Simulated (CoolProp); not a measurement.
Carbon dioxide at 293.15 K and 8.29 MPa flows at 4.7 m/s in a round tube of 1 mm bore and 0.25 µm roughness, fully developed (64/Re and Nu = 3.66 if laminar; Colebrook and Gnielinski if turbulent). Each further row changes one setting.

Values from CoolProp's reference Helmholtz-energy equation of state, Span 1996.

```csv
case,Reynolds number,Darcy friction factor,pressure drop (Pa/m),heat-transfer coefficient (W/(m² K)),mass flow (kg/h)
as stated,___,0.0217,200000,19700,___
velocity 9.4 m/s,101000,0.0192,707000,36000,22.1
diameter 2 mm,101000,___,___,___,___
```

Problem. Some entries are withheld; supply them.

Solution. 
- as stated, Reynolds number: 50400
- as stated, mass flow (kg/h): 11.1
- diameter 2 mm, Darcy friction factor: 0.0186
- diameter 2 mm, pressure drop (Pa/m): 85600
- diameter 2 mm, heat-transfer coefficient (W/(m² K)): 17500
- diameter 2 mm, mass flow (kg/h): 44.3

Viscosity comes from a separate model (Laesecke 2017). Thermal conductivity comes from a separate model (Huber 2016).
